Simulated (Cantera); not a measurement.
# AlN + Cl2 + H2 + O2 (nitride etching)

Input: 1 mol AlN, 0.65 mol Cl2, 4.5 mol H2, 0.77 mol O2, held at 1625 K.

Equilibrium computed with Cantera from the NASA thermochemical tables; the gas is ideal and each condensed phase is pure. Candidate condensed phases: Al, AlCl3, AlN, Al2O3, H2O, NH4Cl; 45 gas species. Equilibrium is a limit: real reactors are often held back by kinetics, nucleation or transport.

From 1.00 Pa to 1.00 bar the condensed part is Al2O3(s). The main Al-bearing gas is AlCl at 1.00 Pa and AlCl3 at 1.00 bar.

```tsv
P (Pa)	x H2	x HCl	x N2	x H	x H2O	x Cl	x AlCl	n Al2O3(s)
1	0.660	0.222	0.0875	0.0181	0.00718	0.00481	0.000125	0.500
10	0.670	0.228	0.0882	0.00577	0.00712	0.00155	4.15e-5	0.500
100	0.673	0.229	0.0884	0.00183	0.00710	0.000491	1.33e-5	0.500
1000	0.674	0.230	0.0885	0.000579	0.00711	0.000156	4.23e-6	0.500
10000	0.674	0.230	0.0885	0.000183	0.00714	4.92e-5	1.33e-6	0.500
100000	0.674	0.230	0.0885	5.79e-5	0.00725	1.55e-5	4.10e-7	0.500
```
x: gas mole fraction; n: condensed amount in mol.
